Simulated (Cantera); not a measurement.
## Equilibrium for silicon epitaxy and polysilicon growth: SiCl₄ + Cl₂ + H₂

Input: 1 mol SiCl₄, 0.13 mol Cl₂, 12 mol H₂, held at 49000 Pa.

Equilibrium computed with Cantera from the NASA thermochemical tables; the gas is ideal and each condensed phase is pure. Candidate condensed phases: Si; 19 gas species. The tables' values for SiCl₃ are old estimates; treat these amounts as uncertain. The numbers say what is thermodynamically allowed, not how fast it happens.

| T (K) | x H₂ | x HCl | x SiCl₄ | x SiCl₂ | x SiHCl₃ | x SiCl₃ | x SiH₂Cl₂ |
|---|---|---|---|---|---|---|---|
| 925 | 0.896 | 0.0280 | 0.0681 | 3.13e-6 | 0.00792 | 7.32e-5 | 9.05e-5 |
| 1000 | 0.891 | 0.0328 | 0.0634 | 3.89e-5 | 0.0121 | 0.000319 | 0.000250 |
| 1075 | 0.885 | 0.0389 | 0.0578 | 0.000307 | 0.0164 | 0.00106 | 0.000541 |
| 1150 | 0.877 | 0.0470 | 0.0512 | 0.00161 | 0.0194 | 0.00275 | 0.000923 |
| 1225 | 0.866 | 0.0589 | 0.0432 | 0.00568 | 0.0198 | 0.00557 | 0.00121 |
| 1300 | 0.849 | 0.0758 | 0.0336 | 0.0139 | 0.0172 | 0.00887 | 0.00124 |
| 1375 | 0.830 | 0.0964 | 0.0232 | 0.0255 | 0.0127 | 0.0113 | 0.00104 |
| 1450 | 0.810 | 0.117 | 0.0138 | 0.0380 | 0.00826 | 0.0120 | 0.000766 |
| 1525 | 0.795 | 0.133 | 0.00713 | 0.0487 | 0.00482 | 0.0108 | 0.000525 |
x: gas mole fraction; nothing condenses.

From 925 K to 1525 K nothing is condensed. The main Si-bearing gas is SiCl₄ at 925 K and SiCl₂ at 1525 K.
